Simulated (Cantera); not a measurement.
A closed system holds: 1 mol Si3N4, 0.031 mol H2O, 58 mol H2, 2.4 mol N2O, at 1675 K and 5.20 Pa.

Equilibrium computed with Cantera from the NASA thermochemical tables; the gas is ideal and each condensed phase is pure. Candidate condensed phases: H2O, Si, SiO2, Si2N2O, Si3N4; 35 gas species. The tables' values for SiN are old estimates; treat these amounts as uncertain. Rates play no part.

Task: What is the equilibrium state?

Result: 
| Item | Result |
|---|---|
| x(H2) | 0.873 |
| x(N2) | 0.0667 |
| x(SiO) | 0.0369 |
| x(H) | 0.0150 |
| x(Si) | 0.00835 |
| x(SiH) | 9.44e-5 |
| x(Si2) | 3.25e-5 |
| x(Si2N) | 1.85e-5 |
| x(SiN) | 1.02e-5 |
| n(Si(s)) | 0.00305 mol |
| gas amount | 65.91 mol |
